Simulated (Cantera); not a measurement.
A closed system holds: 1 mol Si₃N₄, 0.037 mol C, 4.1 mol N₂, at 1723 K and 0.0430 bar.

Equilibrium computed with Cantera from the NASA thermochemical tables; the gas is ideal and each condensed phase is pure. Candidate condensed phases: C, Si, SiC, Si₃N₄; 20 gas species. Mutual solubility and eutectic melting of coexisting phases are not modelled. The numbers say what is thermodynamically allowed, not how fast it happens.

Base state: N₂ 1.000 (mole fractions); condensed: SiC(s) + Si₃N₄(s).

Q: What changes in the equilibrium state with this change: 0.018 mol H₂O added?

A: 
```
species         before     after
--------------  ------  --------
N₂               1.000     0.992
H₂                   0   0.00429
CO                   0   0.00244
SiO                  0  0.000816
H                    0   5.76e-5
HCN                  0   3.10e-5
SiC(s), mol     0.0370    0.0268
Si₃N₄(s), mol    0.988     0.987
Si₂N₂O(s), mol       0   0.00449
```
Further candidate phases: C₆H₆, C₇H₈, C₈H₁₈, H₂O, SiO₂, Si₂N₂O.
